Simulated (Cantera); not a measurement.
# Thermodynamics of fluorocarbon and chlorocarbon gases, feed CF4 + H2 + HCl

Feed: 1 mol CF4, 9 mol H2, 0.019 mol HCl, held at 1425 K.

Cantera equilibrium calculation (NASA polynomials, part measured and part estimated; ideal gas, pure solids and liquids). Candidate condensed phases: C, C6H6, C7H8, C8H18; 118 gas species. Kinetics and transport are ignored.

| P (Pa) | log p H2 | log p HF | log p HCl | log p H | log p CH4 | log p Cl | log p C2H2 (acetylene) | n C(graphite) |
|---|---|---|---|---|---|---|---|---|
| 1 | -5.20 | -5.44 | -7.76 | -7.77 | -12.82 | -10.42 | -10.65 | 1.000 |
| 3.60 | -4.64 | -4.88 | -7.21 | -7.49 | -11.71 | -10.14 | -10.09 | 1.000 |
| 13 | -4.08 | -4.33 | -6.65 | -7.21 | -10.59 | -9.86 | -9.54 | 1.000 |
| 46 | -3.53 | -3.78 | -6.10 | -6.93 | -9.49 | -9.59 | -8.99 | 1.000 |
| 170 | -2.97 | -3.21 | -5.53 | -6.65 | -8.36 | -9.30 | -8.42 | 1.000 |
| 600 | -2.42 | -2.66 | -4.99 | -6.38 | -7.26 | -9.03 | -7.87 | 1.000 |
| 2200 | -1.85 | -2.10 | -4.42 | -6.09 | -6.13 | -8.75 | -7.31 | 1.000 |
| 7700 | -1.31 | -1.55 | -3.88 | -5.82 | -5.05 | -8.47 | -6.76 | 0.999 |
| 28000 | -0.75 | -0.99 | -3.32 | -5.54 | -3.92 | -8.19 | -6.20 | 0.995 |
| 100000 | -0.20 | -0.44 | -2.76 | -5.27 | -2.82 | -7.92 | -5.65 | 0.983 |
log p: log10 of the partial pressure in bar; n: condensed amount in mol.

From 0.00750 Torr to 750 Torr the condensed part is C(graphite). The main C-bearing gas is C2H2 (acetylene) at 0.00750 Torr and CH4 at 750 Torr.
